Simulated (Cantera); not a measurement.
An isothermal, constant-pressure homogeneous reactor starts with N2O : O2 = 1 : 0.86 (molar parts), at 1525 K and 0.345 atm. Integrator tolerance rtol = 1e-08.

Detailed kinetics in Cantera: GRI-Mech 3.0 (53 species, 325 reactions). GRI-Mech 3.0 was tuned for natural gas; its chemistry of N2O as a main component is partial and can be far from experiment. The temperature is held fixed by assumption; the heat of reaction is taken as removed at once.

Task: What does this change do: temperature 1525 to 1550 K?

Result: 
```tsv
quantity	before	after
x(N2O) at 2.00 s	3.09e-6 (gas-phase equilibrium 4.44e-8)	3.48e-6 (gas-phase equilibrium 4.95e-8)
x(O2) at 2.00 s	0.526 (gas-phase equilibrium 0.575)	0.524 (gas-phase equilibrium 0.575)
x(NO) at 2.00 s	0.0991 (gas-phase equilibrium 0.00168)	0.104 (gas-phase equilibrium 0.00189)
x(NO2) at 2.00 s	0.000460 (gas-phase equilibrium 8.16e-6)	0.000450 (gas-phase equilibrium 8.52e-6)
x(O) at 2.00 s	7.00e-6 (gas-phase equilibrium 7.31e-6)	9.65e-6 (gas-phase equilibrium 1.01e-5)
x(N2) at 2.00 s	0.374 (gas-phase equilibrium 0.423)	0.371 (gas-phase equilibrium 0.423)
```

Task: What does this change do: temperature 1525 to 1350 K?

Result: 
| quantity | before | after |
|---|---|---|
| x(N2O) at 2.00 s | 3.09e-6 (gas-phase equilibrium 4.44e-8) | 0.00791 (gas-phase equilibrium 1.86e-8) |
| x(O2) at 2.00 s | 0.526 (gas-phase equilibrium 0.575) | 0.543 (gas-phase equilibrium 0.576) |
| x(NO) at 2.00 s | 0.0991 (gas-phase equilibrium 0.00168) | 0.0630 (gas-phase equilibrium 0.000661) |
| x(NO2) at 2.00 s | 0.000460 (gas-phase equilibrium 8.16e-6) | 0.000293 (gas-phase equilibrium 5.75e-6) |
| x(O) at 2.00 s | 7.00e-6 (gas-phase equilibrium 7.31e-6) | 2.09e-6 (gas-phase equilibrium 5.45e-7) |
| x(N2) at 2.00 s | 0.374 (gas-phase equilibrium 0.423) | 0.386 (gas-phase equilibrium 0.423) |
The mechanism lacks the step 2 NO + O2 → 2 NO2, which can matter for NO2 below about 1400 K.
